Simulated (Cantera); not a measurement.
Input: 1 mol SiCl4, 2.7 mol NH3, 47 mol N2, equilibrated at 1202 °C and 0.133 bar.

Method: chemical equilibrium by Gibbs-energy minimisation in Cantera with the NASA 1993 tables (ideal gas, pure condensed phases). Candidate condensed phases: NH4Cl, Si, Si3N4; 28 gas species. The tables' values for SiCl3 are old estimates; treat these amounts as uncertain. Equilibrium is a limit: real reactors are often held back by kinetics, nucleation or transport.

Base state: N2 0.888, HCl 0.0678, H2 0.0414, SiCl2 0.00136, SiCl4 0.000587, SiCl3 0.000484, SiHCl3 3.40e-5 (mole fractions); condensed: Si3N4(s).

Question: What changes in the equilibrium state with this change: temperature from 1202 °C to 1825 °C?

Answer: 
```tsv
species	before	after
N2	0.888	0.887
H2	0.0414	0.0550
HCl	0.0678	0.0367
SiCl2	0.00136	0.0174
Si	<1e-9	0.000326
SiN	<1e-9	2.33e-5
Si3N4(s), mol	0.289	0
```
The tables' values for SiCl, SiCl3, SiN are old estimates; treat these amounts as uncertain.
